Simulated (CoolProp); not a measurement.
Saturation properties of CH3F (R41) (Tc = 317.3 K, pc = 59.06 bar, ω = 0.200).

The numbers come from the reference Helmholtz-energy equation of state, Lemmon 2006 in CoolProp. It is a short technical equation, of lower accuracy than the large ones.

```csv
T (K),p (bar),liquid density (kg/m³),vapour density (kg/m³),liquid cp (kJ/(kg K)),surface tension (mN/m)
199.6,1.311,871.0,2.830,2.079,14.7
211.4,2.337,845.4,4.872,2.107,12.9
223.2,3.896,818.4,7.922,2.147,11.2
235,6.150,789.7,12.32,2.206,9.45
246.8,9.273,758.9,18.50,2.288,7.79
258.6,13.46,725.3,27.12,2.404,6.21
270.4,18.92,688.1,39.13,2.577,4.70
282.2,25.90,645.7,56.22,2.857,3.28
294,34.68,594.9,81.75,3.396,1.97
305.8,45.64,527.2,125.1,4.989,0.818
```

It boils at 194.8 K under 1 atm.

Surface tension comes from a separate correlation (Mulero 2012).
